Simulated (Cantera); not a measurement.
## Thermodynamics of calcination and drying, feed MgCO3 + H2

Input: 1 mol MgCO3, 0.64 mol H2, equilibrated at 748.15 K and 0.000240 bar.

Method: chemical equilibrium by Gibbs-energy minimisation in Cantera with the NASA 1993 tables (ideal gas, pure condensed phases). Candidate condensed phases: C, C6H6, C7H8, C8H18, H2O, Mg, MgCO3, MgO, Mg(OH)2; 116 gas species. Equilibrium is a limit: real reactors are often held back by kinetics, nucleation or transport.

```yaml
x(CO2): 0.471
x(H2): 0.252
x(H2O): 0.138
x(CO): 0.138
n(MgO(s)): 1.00 mol
gas_amount: 1.640 mol
log10 activity of C(graphite) (absent): -2.24
log10 activity of MgCO3(s) (absent): -4.80
log10 activity of Mg(s) (absent): -21.68
```
